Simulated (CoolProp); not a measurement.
Vapour-liquid equilibrium of n-butane (1) + cyclohexane (2) at 183 kPa; x and y are mole fractions of (1).

Values from CoolProp's multi-fluid Helmholtz-energy mixture model, Bücker 2006 and Zhou 2014; pair parameters Bell 2016.

```
x     bubble temperature, mixture model (°C)  bubble temperature, Raoult's law (°C)  y, mixture model  y, Raoult's law
----  --------------------------------------  -------------------------------------  ----------------  ---------------
0.05                                    92.5                                   88.8             0.250            0.333
0.15                                    75.5                                   70.0             0.587            0.663
0.25                                    61.2                                   57.0             0.770            0.809
0.35                                    49.9                                   47.3             0.868            0.884
0.45                                    41.2                                   39.8             0.920            0.926
0.55                                    34.4                                   33.8             0.951            0.953
0.65                                    29.0                                   28.8             0.969            0.971
0.75                                    24.6                                   24.5             0.982            0.983
0.85                                    20.9                                   20.8             0.990            0.991
0.95                                    17.7                                   17.6             0.997            0.997
```

The largest gap from Raoult's law is +5.5 K in bubble temperature, at x = 0.15. No azeotrope shows between x = 0.05 and 0.95.

The pair parameters rest on a limited set of measurements; away from them the model extrapolates.
